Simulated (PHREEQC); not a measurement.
Dissolve 0.00032 mol CaSO4, 0.012 mol Na2SO4 and 5.4e-06 mol H4SiO4 per kg of water at 20 °C. It is in equilibrium with CO2 at log p = -3.4 (atm). Otherwise closed; pH follows from the charge balance.

All values are PHREEQC results (Pitzer model, pitzer.dat), not measurements.

Each row changes one thing in this solution. No solid was allowed to form.

```
case                                      pH  CO2 (mol/kgw)  HCO3- (mol/kgw)  HSO4- (mol/kgw)  CO3-2 (mol/kgw)  SI of SiO2(a) (SiO2)  SI of Mirabilite (Na2SO4:10H2O)
--------------------------------------  ----  -------------  ---------------  ---------------  ---------------  --------------------  -------------------------------
as made                                 5.70        1.55e-5          3.64e-6          1.18e-6         1.37e-10                 -2.56                            -4.17
CaSO4 from 0.00032 to 6.4e-05 mol/kgw   5.70        1.55e-5          3.63e-6          1.17e-6         1.36e-10                 -2.56                            -4.17
diluted 10-fold with water                 ?        1.56e-5          2.83e-6          2.06e-7         5.90e-11                 -3.56                            -6.86
CaSO4 left out                          5.70        1.55e-5          3.62e-6          1.17e-6         1.36e-10                 -2.56                            -4.17
diluted 100-fold with water             5.59        1.56e-5          2.64e-6          2.45e-8         4.54e-11                 -4.56                            -9.74
temperature from 20 to 5 °C             5.64        2.54e-5          3.75e-6          9.24e-7         8.11e-11                     ?                            -3.38
H4SiO4 from 5.4e-06 to 5.4e-05 mol/kgw  5.70        1.55e-5          3.64e-6          1.18e-6         1.37e-10                 -1.56                            -4.17
```

Problem. Fill in the missing entries.

Solution. 
- diluted 10-fold with water, pH: 5.61
- temperature from 20 to 5 °C, SI of SiO2(a) (SiO2): -2.41

At this temperature some constants are extrapolated from 25 °C, and those without enthalpy data are left unchanged.
